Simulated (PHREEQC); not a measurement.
A solution holds 1.5 mmol/kgw HF, 3.5 mmol/kgw KF, 1.5 mmol/kgw (NH4)2SiF6 and 11 mmol/kgw H2SO4, at 85 °C. Closed to the air; pH follows from the charge balance.

Equilibrium calculation in PHREEQC: ion-association model, phreeqc.dat.

Precipitation was switched off in this run.

Question: Order these S species by the share of S that they hold, largest first: SO4-2, KSO4-, HSO4-, NH4SO4-.

Answer: HSO4- (68 %), SO4-2 (30 %), KSO4- (0.94 %), NH4SO4- (0.62 %)

Question: Order these F species by the share of F that they hold, largest first: HF, HF2-, SiF6-2, F-.

Answer: HF (90 %), SiF6-2 (7.4 %), F- (2.8 %), HF2- (0.29 %)

The pH is 2.12 and the ionic strength 0.0185 mol/kgw. The solution is supersaturated, for example in Quartz (slow to form), Chalcedony (slow to form), so a real one may precipitate; this is no full list. Away from 25 °C the constants follow the database's enthalpies or fits; those with neither stay at their 25 °C values. SiF6-2 is the database's only silicon fluoride.
